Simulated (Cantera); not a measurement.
# Premixed flame

A freely propagating, adiabatic, planar premixed flame of H2 : O2 : N2 = 1 : 0.704 : 3.31 (molar parts), equivalence ratio 0.71, unburnt at 398 K and 1.00 bar; mixture-averaged transport, grid criteria slope 0.08 and curve 0.16, no radiation.

Detailed kinetics in Cantera: the H2/O2 subset of GRI-Mech 3.0, which has no nitrogen chemistry. Burning velocities carry a grid error of a few per cent, more on coarse grids.

```tsv
z (mm)	T (K)	u (m/s)	x H2	x O2	x H	x H2O	x O	x OH
-1.22	398	1.45	0.199	0.140	<1e-8	1.98e-8	<1e-8	<1e-8
-0.816	398	1.45	0.199	0.140	<1e-8	5.38e-7	<1e-8	<1e-8
-0.612	398	1.45	0.198	0.141	<1e-8	5.36e-6	<1e-8	<1e-8
-0.408	400	1.45	0.193	0.142	<1e-8	7.36e-5	3.22e-8	<1e-8
-0.204	471	1.65	0.164	0.144	1.37e-5	0.00560	4.10e-6	2.63e-5
-0.102	747	2.55	0.122	0.135	0.00133	0.0373	0.000167	0.000537
0	1103	3.70	0.0708	0.107	0.00728	0.0972	0.00187	0.00150
0.102	1355	4.53	0.0322	0.0755	0.0122	0.153	0.00481	0.00398
0.204	1499	5.00	0.0163	0.0595	0.0118	0.179	0.00595	0.00602
0.408	1642	5.45	0.00930	0.0517	0.00742	0.194	0.00506	0.00726
0.816	1754	5.79	0.00583	0.0491	0.00322	0.203	0.00305	0.00678
1.63	1826	6.00	0.00287	0.0479	0.000996	0.210	0.00143	0.00520
3.26	1862	6.11	0.00109	0.0476	0.000223	0.213	0.000535	0.00336
```
x: mole fraction of selected species; z is measured from the peak of heat release.

```json
{
  "laminar_burning_velocity": "145 cm/s",
  "thermal_thickness": "0.408 mm",
  "peak x(H)": "0.0126",
  "peak x(O)": "0.00599",
  "peak x(OH)": "0.00729",
  "grid_points": "112"
}
```
